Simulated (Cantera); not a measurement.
Mixture: 32.4 % H2, 8.53 % O2, 59.0 % N2, equivalence ratio 1.9, at 3750 Torr, adiabatic and at constant pressure. Ignition delay is the time to a rise of 400 K.

Model: the H2/O2 subset of GRI-Mech 3.0, which has no nitrogen chemistry, integrated in Cantera. The hydrogen kinetics of GRI-Mech 3.0 are dated; newer H2 mechanisms differ, most at raised pressure. Where the delays flatten at high temperature, the 400 K rule measures the pace of heat release, not the induction time.

Question: Predict: delay at 1250 K; delay at 1450 K; delay at 1650 K; delay at 1850 K.

Answer: 
```json
{
 "delay at 1250 K": "14.7 µs",
 "delay at 1450 K": "5.25 µs",
 "delay at 1650 K": "3.21 µs",
 "delay at 1850 K": "2.63 µs"
}
```
